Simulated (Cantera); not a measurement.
A closed system holds: 1 mol SiC, 1 mol N2O, 16 mol N2, held at 13.3 mbar.

These are equilibrium values from Cantera (NASA tables, ideal gas, pure condensed phases), not measurements of a reactor. Candidate condensed phases: C, Si, SiC, SiO2, Si2N2O, Si3N4; 34 gas species. Mutual solubility and eutectic melting of coexisting phases are not modelled. The tables' values for SiN are old estimates; treat these amounts as uncertain. The numbers say what is thermodynamically allowed, not how fast it happens.

x: gas mole fraction; n: condensed amount in mol.

```json
[
 {"T (°C)": "675", "x N2": "0.998", "x CO": "0.00208", "x SiO": "<1e-12", "x Si": "<1e-12", "x Si2C": "<1e-12", "x SiN": "<1e-12", "n C(graphite)": "0.965", "n SiO2(β-quartz)": "0.310", "n Si2N2O(s)": "0.345", "n SiC(s)": "0"},
 {"T (°C)": "775", "x N2": "0.982", "x CO": "0.0178", "x SiO": "1.79e-11", "x Si": "<1e-12", "x Si2C": "<1e-12", "x SiN": "<1e-12", "n C(graphite)": "0.699", "n SiO2(β-quartz)": "0.133", "n Si2N2O(s)": "0.434", "n SiC(s)": "0"},
 {"T (°C)": "875", "x N2": "0.971", "x CO": "0.0294", "x SiO": "1.54e-9", "x Si": "<1e-12", "x Si2C": "<1e-12", "x SiN": "<1e-12", "n C(graphite)": "0.500", "n SiO2(β-quartz)": "0", "n Si2N2O(s)": "0.500", "n SiC(s)": "0"},
 {"T (°C)": "975", "x N2": "0.971", "x CO": "0.0294", "x SiO": "5.15e-8", "x Si": "<1e-12", "x Si2C": "<1e-12", "x SiN": "<1e-12", "n C(graphite)": "0.500", "n SiO2(β-quartz)": "0", "n Si2N2O(s)": "0.500", "n SiC(s)": "0"},
 {"T (°C)": "1075", "x N2": "0.971", "x CO": "0.0294", "x SiO": "1.02e-6", "x Si": "1.90e-12", "x Si2C": "<1e-12", "x SiN": "<1e-12", "n C(graphite)": "0.500", "n SiO2(β-quartz)": "0", "n Si2N2O(s)": "0.500", "n SiC(s)": "0"},
 {"T (°C)": "1175", "x N2": "0.971", "x CO": "0.0294", "x SiO": "1.31e-5", "x Si": "3.70e-10", "x Si2C": "<1e-12", "x SiN": "6.81e-11", "n C(graphite)": "0.500", "n SiO2(β-quartz)": "0", "n Si2N2O(s)": "0.500", "n SiC(s)": "0"},
 {"T (°C)": "1275", "x N2": "0.961", "x CO": "0.0384", "x SiO": "0.000160", "x Si": "2.76e-8", "x Si2C": "6.05e-11", "x SiN": "3.29e-9", "n C(graphite)": "0", "n SiO2(β-quartz)": "0", "n Si2N2O(s)": "0.331", "n SiC(s)": "0.334"},
 {"T (°C)": "1375", "x N2": "0.960", "x CO": "0.0377", "x SiO": "0.00189", "x Si": "9.09e-7", "x Si2C": "3.97e-9", "x SiN": "7.44e-8", "n C(graphite)": "0", "n SiO2(β-quartz)": "0", "n Si2N2O(s)": "0.311", "n SiC(s)": "0.344"},
 {"T (°C)": "1475", "x N2": "0.952", "x CO": "?", "x SiO": "?", "x Si": "?", "x Si2C": "?", "x SiN": "1.22e-6", "n C(graphite)": "0", "n SiO2(β-quartz)": "0", "n Si2N2O(s)": "?", "n SiC(s)": "?"},
 {"T (°C)": "1575", "x N2": "0.944", "x CO": "0.0279", "x SiO": "0.0277", "x Si": "0.000175", "x Si2C": "2.39e-6", "x SiN": "7.59e-6", "n C(graphite)": "0", "n SiO2(β-quartz)": "0", "n Si2N2O(s)": "0", "n SiC(s)": "0.498"},
 {"T (°C)": "1675", "x N2": "0.944", "x CO": "0.0282", "x SiO": "0.0273", "x Si": "?", "x Si2C": "?", "x SiN": "2.82e-5", "n C(graphite)": "0", "n SiO2(β-quartz)": "0", "n Si2N2O(s)": "0", "n SiC(s)": "0.491"},
 {"T (°C)": "1775", "x N2": "0.941", "x CO": "0.0296", "x SiO": "0.0258", "x Si": "0.00339", "x Si2C": "0.000113", "x SiN": "8.83e-5", "n C(graphite)": "0", "n SiO2(β-quartz)": "0", "n Si2N2O(s)": "0", "n SiC(s)": "0.464"},
 {"T (°C)": "1875", "x N2": "0.933", "x CO": "0.0334", "x SiO": "0.0215", "x Si": "0.0107", "x Si2C": "0.000521", "x SiN": "0.000223", "n C(graphite)": "0", "n SiO2(β-quartz)": "0", "n Si2N2O(s)": "0", "n SiC(s)": "0.381"}
]
```

**Question.** What belongs in the gaps?

**Answer.** 
- 1475, x CO: 0.0323
- 1475, x SiO: 0.0159
- 1475, x Si: 2.09e-5
- 1475, x Si2C: 1.67e-7
- 1475, n Si2N2O(s): 0.145
- 1475, n SiC(s): 0.427
- 1675, x Si: 0.000850
- 1675, x Si2C: 1.86e-5
